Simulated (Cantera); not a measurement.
**Equilibrium for calcination and drying: Na2CO3 + H2O + H2**

Input: 1 mol Na2CO3, 1.2 mol H2O, 1.4 mol H2, equilibrated at 10.0 Torr.

Method: chemical equilibrium by Gibbs-energy minimisation in Cantera with the NASA 1993 tables (ideal gas, pure condensed phases). Candidate condensed phases: C, C6H6, C7H8, C8H18, H2O, Na, NaOH, NaO2, Na2CO3, Na2O, Na2O2; 117 gas species. Kinetics and transport are ignored.

From 1198 K to 1298 K the condensed part is Na2CO3(l). From 1348 K to 1748 K nothing is condensed. The main Na-bearing gas is Na throughout.

```csv
T (K),x H2O,x H2,x Na,x CO2,x NaOH,x CO,n Na2CO3(l)
1198,0.455,0.420,0.0655,0.0185,0.0182,0.0234,0.877
1248,0.446,0.303,0.133,0.0406,0.0341,0.0430,0.716
1298,0.419,0.162,0.220,0.0835,0.0593,0.0565,0.403
1348,0.372,0.0687,0.286,0.137,0.0869,0.0494,0
1398,0.379,0.0640,0.292,0.136,0.0789,0.0497,0
1448,0.385,0.0600,0.298,0.135,0.0719,0.0499,0
1498,0.390,0.0565,0.303,0.134,0.0658,0.0502,0
1548,0.395,0.0534,0.307,0.134,0.0605,0.0504,0
1598,0.399,0.0507,0.311,0.133,0.0558,0.0506,0
1648,0.402,0.0482,0.315,0.132,0.0517,0.0508,0
1698,0.405,0.0460,0.318,0.132,0.0481,0.0511,0
1748,0.408,0.0441,0.320,0.131,0.0448,0.0513,0
```
x: gas mole fraction; n: condensed amount in mol.
